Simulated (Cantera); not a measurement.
A closed system holds: 1 mol Si3N4, 0.069 mol N2O, 3.6 mol N2, 2.6 mol H2O, held at 1223 K and 21.0 Pa.

These are equilibrium values from Cantera (NASA tables, ideal gas, pure condensed phases), not measurements of a reactor. Candidate condensed phases: H2O, Si, SiO2, Si2N2O, Si3N4; 35 gas species. Mutual solubility and eutectic melting of coexisting phases are not modelled. The tables hold silica as quartz up to 1696 K and as liquid above; real silica turns to tridymite and cristobalite and melts near 1996 K. Equilibrium is a limit: real reactors are often held back by kinetics, nucleation or transport.

Base state: N2 0.637, H2 0.363, SiO 2.19e-5, H 1.25e-5 (mole fractions); condensed: SiO2(β-quartz) + Si2N2O(s).

Question: What changes in the equilibrium state with this change: Si3N4 replaced by SiC?

Answer: 
```json
[
 {"species": "N2", "before": "0.637", "after": "0.497"},
 {"species": "H2", "before": "0.363", "after": "0.363"},
 {"species": "CO", "before": "0", "after": "0.140"},
 {"species": "SiO", "before": "2.19e-5", "after": "2.38e-5"},
 {"species": "H", "before": "1.25e-5", "after": "1.25e-5"},
 {"species": "SiO2(β-quartz), mol", "before": "0.779", "after": "0.779"},
 {"species": "Si2N2O(s), mol", "before": "1.11", "after": "0.110"}
]
```
Further candidate phases: C, C6H6, C7H8, C8H18, SiC.
